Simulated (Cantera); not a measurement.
Input: 1 mol SiCl4, 0.034 mol CH4, 1000 mol H2, equilibrated at 0.440 bar.

Equilibrium computed with Cantera from the NASA thermochemical tables; the gas is ideal and each condensed phase is pure. Candidate condensed phases: C, C6H6, C7H8, C8H18, Si, SiC; 109 gas species. The tables' values for SiCl are old estimates; treat these amounts as uncertain. Gases not in the tables: Si2H6 and higher silanes. Rates play no part. All values below are at 2323 K.

Base state: H2 0.979, H 0.0162, HCl 0.00388, Si 0.000667, SiH 0.000154, SiH2 0.000130, Cl 4.63e-5, SiCl 1.35e-5 (mole fractions); condensed: gas only.

Q: What changes in the equilibrium state with this change: SiCl4 replaced by (CH3)2SiCl2?

A: 
| species | before | after |
|---|---|---|
| H2 | 0.979 | 0.980 |
| H | 0.0162 | 0.0163 |
| HCl | 0.00388 | 0.00194 |
| C2H2 (acetylene) | 1.14e-5 | 0.000939 |
| Si | 0.000667 | 0.000617 |
| SiC2 | 2.39e-7 | 1.82e-5 |
| CH4 | 4.23e-6 | 3.85e-5 |
| CH3 | 1.31e-6 | 1.19e-5 |
| Si2C | 4.79e-6 | 3.73e-5 |
The feed counts by its element totals alone.
